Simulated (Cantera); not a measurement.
Feed: 1 mol HCl, 0.16 mol H₂O, 3 mol N₂, at 2225 K and 0.100 bar.

Method: chemical equilibrium by Gibbs-energy minimisation in Cantera with the NASA 1993 tables (ideal gas, pure condensed phases). Candidate condensed phases: H₂O, NH₄Cl; 29 gas species. Rates play no part.

Base state: N₂ 0.710, HCl 0.210, H₂O 0.0363, Cl 0.0269, H₂ 0.0134, H 0.00237, OH 0.000928, NO 0.000314 (mole fractions); condensed: gas only.

Problem. What changes in the equilibrium state with this change: HCl replaced by N₂O?

Solution. 
| species | before | after |
|---|---|---|
| N₂ | 0.710 | 0.851 |
| O₂ | 0.000129 | 0.0998 |
| H₂O | 0.0363 | 0.0313 |
| HCl | 0.210 | 0 |
| Cl | 0.0269 | 0 |
| H₂ | 0.0134 | 0.000418 |
| Cl₂ | 2.82e-5 | 0 |
| NO | 0.000314 | 0.00957 |
| O | 0.000114 | 0.00316 |
| H | 0.00237 | 0.000419 |
| OH | 0.000928 | 0.00455 |
